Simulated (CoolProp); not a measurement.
Ethane along the isotherm 90.15 °C: fugacity coefficient from the reference equation and from simpler models built on Tc = 32.2 °C, pc = 48.72 bar, ω = 0.099; each cubic takes its own stable root.

Values from CoolProp's reference Helmholtz-energy equation of state, Bücker 2006.

```csv
p (bar),phase,reference
2.44,gas,0.9903
4.87,gas,0.9807
7.31,gas,0.9710
9.74,gas,0.9615
12.2,gas,0.9519
14.6,gas,0.9426
17.1,gas,0.9330
19.5,gas,0.9238
21.9,gas,0.9146
24.4,gas,0.9051
```

Problem. How far does each simpler model (van der Waals, Redlich-Kwong, Soave-Redlich-Kwong, Peng-Robinson) lie from the reference over these 10 states: mean and median of the absolute difference, and the worst?

Solution. 
- van der Waals: mean 0.0 %, median 0.0 %, worst -0.1 % at 90.15 °C and 24.4 bar
- Redlich-Kwong: mean 0.3 %, median 0.3 %, worst -0.5 % at 90.15 °C and 24.4 bar
- Soave-Redlich-Kwong: mean 0.0 %, median 0.0 %, worst +0.0 % at 90.15 °C and 24.4 bar
- Peng-Robinson: mean 0.9 %, median 0.9 %, worst -1.5 % at 90.15 °C and 24.4 bar
